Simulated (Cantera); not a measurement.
An isothermal, constant-pressure homogeneous reactor starts with C2H6 : N2 : H2O = 1 : 3.6 : 0.091 (molar parts), at 1225 K and 100.0 Torr.

Cantera simulation using GRI-Mech 3.0 (53 species, 325 reactions); the numbers are that mechanism's predictions, not measurements. GRI-Mech 3.0 stops at C3 and has no aromatics, soot or wall deposition, so with more carbon than oxygen in the feed, carbon stays in small species such as C2H2 where larger ones or solid carbon would form.

x: mole fraction; the columns are a selection and need not sum to one.

| t (s) | x C2H6 | x CH4 | x CH3 | x HCN | x C2H4 | x H2 | x C2H2 |
|---|---|---|---|---|---|---|---|
| 2.00e-5 | 0.213 | 4.53e-7 | ___ | <1e-12 | 9.07e-8 | 8.27e-8 | <1e-12 |
| 5.22e-5 | 0.213 | 2.91e-6 | ___ | <1e-12 | 1.52e-6 | 1.45e-6 | 1.07e-12 |
| 0.000136 | 0.213 | 1.71e-5 | ___ | <1e-12 | 2.39e-5 | 2.34e-5 | 2.07e-10 |
| 0.000356 | 0.213 | 8.44e-5 | ___ | <1e-12 | 0.000308 | 0.000302 | 3.37e-8 |
| 0.000928 | 0.210 | 0.000381 | ___ | 2.80e-12 | 0.00247 | 0.00238 | 2.39e-6 |
| 0.00242 | 0.199 | 0.00157 | 0.000147 | 1.65e-11 | 0.0108 | 0.0103 | 5.00e-5 |
| 0.00632 | 0.171 | 0.00484 | 0.000138 | 3.43e-11 | 0.0317 | 0.0305 | 0.000440 |
| 0.0165 | 0.113 | 0.0127 | ___ | 5.16e-11 | 0.0734 | 0.0727 | 0.00255 |
| 0.0431 | 0.0352 | 0.0261 | ___ | 6.64e-11 | 0.123 | 0.131 | 0.0109 |
| 0.112 | 0.00349 | 0.0325 | ___ | 7.24e-11 | 0.126 | 0.166 | 0.0281 |
| 0.294 | 0.000501 | 0.0330 | ___ | 7.22e-11 | 0.110 | 0.181 | 0.0440 |
| 0.766 | 0.000252 | 0.0330 | ___ | 7.13e-11 | 0.0892 | 0.196 | 0.0619 |
| 2.00 | 0.000183 | 0.0331 | ___ | 7.02e-11 | 0.0594 | 0.217 | 0.0872 |

Q: Complete the blanks.

A: 
- 2.00e-5, x CH3: 8.00e-6
- 5.22e-5, x CH3: 1.91e-5
- 0.000136, x CH3: 3.99e-5
- 0.000356, x CH3: 6.68e-5
- 0.000928, x CH3: 0.000117
- 0.0165, x CH3: 0.000114
- 0.0431, x CH3: 6.65e-5
- 0.112, x CH3: 2.01e-5
- 0.294, x CH3: 7.45e-6
- 0.766, x CH3: 5.32e-6
- 2.00, x CH3: 4.78e-6
